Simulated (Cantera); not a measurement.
A perfectly stirred reactor is fed with NH₃ : H₂ = 1 : 9.1 (molar parts), at 0.0266 atm; it is held at 1775 K, and followed from long to short residence time.

Computed with Cantera and the gas-phase N/H chemistry of the illustrative SiF4/NH3 mechanism in the Surface Chemkin manual (1991). Walls and surfaces, which speed up NH3 decomposition in real reactors, are not modelled.

Task: What does this change do: NH3 1 to 4.4 parts?

Result: 
```tsv
quantity	before	after
x(NH₃) at τ = 0.660 s	0.0954	0.307
x(H₂) at τ = 0.660 s	0.903	0.686
x(H) at τ = 0.660 s	0.000331	0.000185
x(N) at τ = 0.660 s	1.40e-7	1.70e-7
x(N₂) at τ = 0.660 s	0.00158	0.00710
x(NH₃) at τ = 32.0 ms	0.0990	0.325
x(H₂) at τ = 32.0 ms	0.901	0.674
x(H) at τ = 32.0 ms	9.12e-5	0.000121
x(N) at τ = 32.0 ms	3.13e-9	5.46e-8
x(N₂) at τ = 32.0 ms	3.21e-6	0.000138
```
